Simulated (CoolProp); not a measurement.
Vapour-liquid equilibrium of n-heptane (1) + p-xylene (2) at 327.5 K; x and y are mole fractions of (1).

Computed with CoolProp (multi-fluid Helmholtz-energy mixture model, Span 2003 and Zhou 2012; pair parameters Bell 2016).

**Question.** Give the bubble pressure and the first vapour's composition at x = 0.2, 0.5, 0.8. Is there an azeotrope?

**Answer.** x = 0.2: 0.009807 MPa, y = 0.557; x = 0.5: 0.01497 MPa, y = 0.805; x = 0.8: 0.01948 MPa, y = 0.932. No azeotrope shows between x = 0.05 and 0.95.

The pair parameters rest on a limited set of measurements; away from them the model extrapolates.
